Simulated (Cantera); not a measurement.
Charge: 1 mol Ta2O5, 4.4 mol CO, 1.7 mol H2, 0.59 mol C, at 750 Torr.

Method: chemical equilibrium by Gibbs-energy minimisation in Cantera with the NASA 1993 tables (ideal gas, pure condensed phases). Candidate condensed phases: C, C6H6, C7H8, C8H18, H2O, Ta, TaC, Ta2O5; 113 gas species. Mutual solubility and eutectic melting of coexisting phases are not modelled. TaC: taken at fixed stoichiometry. Condensed phases not in the tables: Ta2C. Equilibrium is a limit: real reactors are often held back by kinetics, nucleation or transport.

x: gas mole fraction; n: condensed amount in mol.

| T (K) | x CO | x H2 | x CO2 | x H2O | x CH4 | x H | x C2H2 (acetylene) | n C(graphite) | n Ta2O5(s) | n TaC(s) |
|---|---|---|---|---|---|---|---|---|---|---|
| 975 | 0.454 | 0.266 | 0.198 | 0.0726 | 0.00890 | 5.90e-10 | 1.52e-10 | 1.84 | 1.00 | 0 |
| 1075 | 0.645 | 0.273 | 0.0566 | 0.0222 | 0.00335 | 7.66e-9 | 2.05e-9 | 1.02 | 1.00 | 0 |
| 1175 | 0.703 | 0.275 | 0.0134 | 0.00671 | 0.00145 | 6.43e-8 | 1.75e-8 | 0.701 | 1.00 | 0 |
| 1275 | 0.717 | 0.277 | 0.00360 | 0.00231 | 0.000710 | 3.88e-7 | 1.06e-7 | 0.622 | 1.00 | 0 |
| 1375 | 0.738 | 0.259 | 0.00142 | ? | ? | ? | ? | 0 | 0.914 | 0.173 |
| 1475 | 0.738 | 0.260 | 0.00141 | ? | ? | ? | ? | 0 | 0.913 | 0.173 |
| 1575 | 0.738 | 0.259 | 0.00140 | 0.00142 | 1.69e-5 | 2.12e-5 | 1.04e-7 | 0 | 0.913 | 0.174 |

What belongs in the gaps?


- 1475, x H2O: 0.00123
- 1475, x CH4: 6.29e-5
- 1475, x H: 6.61e-6
- 1475, x C2H2 (acetylene): 1.79e-7
- 1375, x H2O: 0.00103
- 1375, x CH4: 0.000285
- 1375, x H: 1.75e-6
- 1375, x C2H2 (acetylene): 3.35e-7
